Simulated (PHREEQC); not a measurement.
Make-up at 25 °C: 40 mmol/kgw K2CO3, 0.15 mmol/kgw H4SiO4 and 0.058 mmol/kgw CO2. Closed to the air; pH follows from the charge balance.

Model: ion-association model, phreeqc.dat, run in PHREEQC.

```tsv
quantity	before	after
pH	11.20	10.82
ionic strength (mol/kgw)	0.118	0.0112
CO3-2 (mol/kgw)	0.0377	0.00324
HCO3- (mol/kgw)	0.00240	0.000768
H3SiO4- (mol/kgw)	0.000142	1.37e-5
H4SiO4 (mol/kgw)	4.50e-6	1.26e-6
SI of Quartz (SiO2)	-1.35	-1.92
```

Q: Name the change that produced these shifts.
(A) 0.0058 mol/kgw Ba(OH)2 added
(B) temperature from 25 to 90 °C
(C) H4SiO4 from 0.00015 to 0.0003 mol/kgw
(D) diluted 10-fold with water

A: D, diluted 10-fold with water

No solid was allowed to form.
